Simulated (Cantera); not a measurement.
Cantera run:

```python
import numpy as np
import cantera as ct

gas_names = """
    H HO2 H2 H2O H2O2 Mg MgH MgO MgOH MgO2H2 Mg2 O OH O2 O3
""".split()
cond_names = """
    H2O(s) H2O(L) Mg(cr) Mg(L) MgO(s) MgO(L) MgO2H2(s)
""".split()


# ... load() reads the species with a 1 bar reference pressure and builds the phases ...
atoms = {
    'MgO': {'Mg': 1, 'O': 1},
    'H2': {'H': 2},
}
top_T = {}  # K; cautious upper limits of use, not melting points


# ... equilibrate(T, P, feed) seeds the gas with the atoms and calls Mixture.equilibrate('TP', solver="vcs", rtol=1e-11, max_steps=5000) ...
results = []
feed = {'MgO': 1, 'H2': 0.29}  # mol
P = 7800  # Pa
for T in [1498, 1598, 1698, 1798, 1898, 1998, 2098, 2198, 2298, 2398, 2498, 2598, 2698]:
    mix = equilibrate(T, P, feed)
    results.append((T, P, feed, dict(zip(mix.species_names, mix.species_moles))))
    x = sorted(zip(gas.X, gas.species_names), reverse=True)
    print(f"T = {T:g} K  P = {P:g} Pa  gas = {mix.phase_moles(0):.4g} mol")
    print("   x: " + "  ".join(f"{s} {v:.3e}" for v, s in x if v > 1e-05))
    print("   condensed (mol): " + ("  ".join(f"{mix.phase(i).name} {mix.phase_moles(i):.4g}"
          for i in range(1, mix.n_phases) if mix.phase_moles(i) > 1e-12) or "none"))
```

It prints:

```
T = 1498 K  P = 7800 Pa  gas = 0.29 mol
   x: H2 9.997e-01  H2O 1.107e-04  Mg 1.104e-04  H 6.152e-05
   condensed (mol): MgO(s) 1
T = 1598 K  P = 7800 Pa  gas = 0.2901 mol
   x: H2 9.991e-01  H2O 3.727e-04  Mg 3.715e-04  H 1.905e-04
   condensed (mol): MgO(s) 0.9999
T = 1698 K  P = 7800 Pa  gas = 0.2904 mol
   x: H2 9.973e-01  H2O 1.083e-03  Mg 1.079e-03  H 5.171e-04
   condensed (mol): MgO(s) 0.9997
T = 1798 K  P = 7800 Pa  gas = 0.291 mol
   x: H2 9.932e-01  H2O 2.781e-03  Mg 2.771e-03  H 1.256e-03  MgH 1.043e-05
   condensed (mol): MgO(s) 0.9992
T = 1898 K  P = 7800 Pa  gas = 0.2923 mol
   x: H2 9.844e-01  H2O 6.428e-03  Mg 6.404e-03  H 2.777e-03  MgH 2.580e-05
   condensed (mol): MgO(s) 0.9981
T = 1998 K  P = 7800 Pa  gas = 0.2948 mol
   x: H2 9.672e-01  H2O 1.356e-02  Mg 1.351e-02  H 5.649e-03  MgH 5.756e-05  MgOH 3.355e-05
   condensed (mol): MgO(s) 0.996
T = 2098 K  P = 7800 Pa  gas = 0.2995 mol
   x: H2 9.364e-01  H2O 2.635e-02  Mg 2.627e-02  H 1.066e-02  MgH 1.168e-04  MgOH 1.085e-04  OH 3.560e-05
   condensed (mol): MgO(s) 0.9921
T = 2198 K  P = 7800 Pa  gas = 0.3076 mol
   x: H2 8.857e-01  H2O 4.744e-02  Mg 4.737e-02  H 1.877e-02  MgOH 3.099e-04  MgH 2.161e-04  OH 1.398e-04
   condensed (mol): MgO(s) 0.9853
T = 2298 K  P = 7800 Pa  gas = 0.3207 mol
   x: H2 8.087e-01  Mg 7.945e-02  H2O 7.929e-02  H 3.084e-02  MgOH 7.890e-04  OH 4.860e-04  MgH 3.636e-04  MgO 4.290e-05  MgO2H2 2.467e-05  O 1.266e-05
   condensed (mol): MgO(s) 0.9741
T = 2398 K  P = 7800 Pa  gas = 0.3411 mol
   x: H2 7.018e-01  Mg 1.240e-01  H2O 1.228e-01  H 4.726e-02  MgOH 1.799e-03  OH 1.517e-03  MgH 5.527e-04  MgO 1.772e-04  O 6.842e-05  MgO2H2 6.795e-05
   condensed (mol): MgO(s) 0.9568
T = 2498 K  P = 7800 Pa  gas = 0.3711 mol
   x: H2 5.678e-01  Mg 1.796e-01  H2O 1.754e-01  H 6.724e-02  OH 4.295e-03  MgOH 3.676e-03  MgH 7.508e-04  MgO 6.517e-04  O 3.348e-04  MgO2H2 1.645e-04  O2 4.245e-05
   condensed (mol): MgO(s) 0.9314
T = 2598 K  P = 7800 Pa  gas = 0.4135 mol
   x: H2 4.190e-01  Mg 2.412e-01  H2O 2.285e-01  H 8.824e-02  OH 1.111e-02  MgOH 6.714e-03  MgO 2.162e-03  O 1.515e-03  MgH 9.002e-04  MgO2H2 3.480e-04  O2 3.363e-04
   condensed (mol): MgO(s) 0.8961
T = 2698 K  P = 7800 Pa  gas = 0.4747 mol
   x: Mg 3.018e-01  H2 2.739e-01  H2O 2.646e-01  H 1.057e-01  OH 2.609e-02  MgOH 1.088e-02  MgO 6.544e-03  O 6.418e-03  O2 2.506e-03  MgH 9.436e-04  MgO2H2 6.305e-04
   condensed (mol): MgO(s) 0.8477
```

Equilibrium computed with Cantera from the NASA thermochemical tables; the gas is ideal and each condensed phase is pure. The tables' values for MgH are old estimates; treat these amounts as uncertain.
